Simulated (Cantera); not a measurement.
A closed system holds: 1 mol C₂H₄, 4.5 mol H₂, 0.0094 mol O₂, equilibrated at 1602 °C and 47.0 bar.

Equilibrium computed with Cantera from the NASA thermochemical tables; the gas is ideal and each condensed phase is pure. The ideal-gas law is rough above about 30 bar. The numbers say what is thermodynamically allowed, not how fast it happens.

| species | before | after |
|---|---|---|
| H₂ | 0.970 | 0.888 |
| CH₄ | 0.0268 | 0.109 |
| CO | 0.00294 | 0.00294 |
| C₂H₂ (acetylene) | 0.000307 | 5.78e-6 |
| H | 9.41e-5 | 1.74e-6 |
| CH₃ | 5.22e-5 | 4.31e-6 |
| H₂O | 2.67e-5 | 0.000257 |
| C₂H₆ | 8.11e-6 | 4.06e-5 |
| C₂H₄ | 0.000199 | 9.04e-5 |
| C(graphite), mol | 1.80 | 1.34 |
Gas species are given as mole fractions.

Task: Name the change that produced these shifts.
(A) O₂ from 0.0094 to 0.21 mol
(B) pressure from 47.0 bar to 2.70 bar
(C) temperature from 1602 °C to 1200 °C
(D) temperature from 1602 °C to 1850 °C

Result: C, temperature from 1602 °C to 1200 °C
